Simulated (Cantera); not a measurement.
## Adiabatic ignition

An adiabatic, constant-pressure homogeneous reactor starts with 25.8 % CO, 17.3 % H₂, 12.0 % O₂, 44.9 % N₂, at 1150 K and 3750 Torr.

Model: GRI-Mech 3.0 (53 species, 325 reactions), integrated in Cantera. The hydrogen kinetics of GRI-Mech 3.0 are dated; newer H2 mechanisms differ, most at raised pressure.

| t (s) | T (K) | x CO | x H₂ | x O₂ | x NO | x H₂O₂ |
|---|---|---|---|---|---|---|
| 1.00e-5 | 1150 | 0.258 | 0.173 | 0.120 | <1e-12 | 8.16e-9 |
| 2.78e-5 | 1152 | 0.258 | 0.173 | 0.120 | 3.17e-12 | 4.59e-6 |
| 7.74e-5 | 2743 | 0.183 | 0.0374 | 0.00210 | 0.000244 | 1.89e-7 |
| 0.000215 | 2777 | 0.183 | 0.0371 | 0.00132 | 0.000632 | 1.48e-7 |
| 0.000599 | 2773 | 0.183 | 0.0373 | 0.00127 | 0.00139 | 1.44e-7 |
| 0.00167 | 2770 | 0.184 | 0.0375 | 0.00122 | 0.00207 | 1.40e-7 |
| 0.00464 | 2769 | 0.184 | 0.0375 | 0.00121 | 0.00215 | 1.39e-7 |
| 0.0129 | 2769 | 0.184 | 0.0375 | 0.00121 | 0.00215 | 1.39e-7 |
| 0.0359 | 2769 | 0.184 | 0.0375 | 0.00121 | 0.00215 | 1.39e-7 |
| 0.100 | 2769 | 0.184 | 0.0375 | 0.00121 | 0.00215 | 1.39e-7 |
x: mole fraction; the columns are a selection and need not sum to one.

| Quantity | Value |
|---|---|
| time of steepest temperature rise | 39.0 µs |
| temperature at 0.100 s | 2769 K |
| equilibrium temperature | 2769 K |
| x(CO) at 0.100 s | 0.184 (gas-phase equilibrium 0.184) |
| x(H₂) at 0.100 s | 0.0375 (gas-phase equilibrium 0.0375) |
| x(O₂) at 0.100 s | 0.00121 (gas-phase equilibrium 0.00121) |
